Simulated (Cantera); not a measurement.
A closed system holds: 1 mol SrCl2, 0.019 mol HCl, 1.3 mol N2, 0.52 mol H2, at 4.00 Pa.

Cantera equilibrium calculation (NASA polynomials, part measured and part estimated; ideal gas, pure solids and liquids). Candidate condensed phases: NH4Cl, Sr, SrCl2; 15 gas species. Rates play no part.

x: gas mole fraction; n: condensed amount in mol.

| T (K) | x N2 | x SrCl2 | x H2 | x H | x HCl | x Cl | x SrCl | x Sr | n SrCl2(s) | n SrCl2(l) |
|---|---|---|---|---|---|---|---|---|---|---|
| 750 | 0.707 | 6.01e-11 | 0.283 | 2.66e-11 | 0.0103 | 1.04e-12 | <1e-12 | <1e-12 | 1.00 | 0 |
| 850 | 0.707 | … | 0.283 | … | 0.0103 | … | <1e-12 | <1e-12 | 1.00 | 0 |
| 950 | 0.707 | 6.07e-6 | 0.283 | 4.68e-8 | 0.0103 | 1.63e-9 | <1e-12 | <1e-12 | 1.000 | 0 |
| 1050 | 0.707 | 0.000333 | 0.283 | 6.82e-7 | 0.0103 | 2.27e-8 | 3.18e-10 | <1e-12 | 0.999 | 0 |
| 1150 | 0.701 | 0.00823 | 0.280 | 6.25e-6 | 0.0102 | 2.01e-7 | 9.84e-8 | 5.64e-11 | 0 | 0.985 |
| 1250 | 0.635 | 0.102 | 0.254 | 3.85e-5 | 0.00929 | 1.20e-6 | 1.06e-5 | 3.26e-8 | 0 | 0.791 |
| 1350 | 0.458 | 0.352 | 0.183 | … | … | … | … | … | 0 | 0 |
| 1450 | 0.457 | 0.351 | 0.182 | 0.000638 | 0.00780 | 2.23e-5 | 0.00105 | 4.31e-5 | 0 | 0 |
| 1550 | 0.457 | 0.348 | 0.180 | 0.00211 | 0.0102 | 9.55e-5 | 0.00307 | 0.000270 | 0 | 0 |
| 1650 | 0.454 | 0.342 | 0.175 | 0.00600 | 0.0149 | 0.000401 | 0.00666 | 0.000989 | 0 | 0 |
| 1750 | 0.450 | 0.332 | 0.165 | 0.0149 | 0.0222 | 0.00155 | 0.0120 | 0.00261 | 0 | 0 |
| 1850 | 0.442 | 0.315 | 0.148 | 0.0328 | 0.0318 | 0.00535 | 0.0192 | 0.00571 | 0 | 0 |
| 1950 | 0.428 | 0.289 | 0.122 | 0.0633 | 0.0413 | 0.0161 | 0.0285 | 0.0113 | 0 | 0 |
| 2050 | 0.405 | 0.251 | 0.0884 | 0.107 | 0.0466 | 0.0417 | 0.0397 | 0.0214 | 0 | 0 |

**Question.** Fill in the missing entries.

**Answer.** 
- 1350, x H: 0.000161
- 1350, x HCl: 0.00695
- 1350, x Cl: 5.10e-6
- 1350, x SrCl: 0.000252
- 1350, x Sr: 3.51e-6
- 850, x SrCl2: 3.88e-8
- 850, x H: 1.72e-9
- 850, x Cl: 6.32e-11
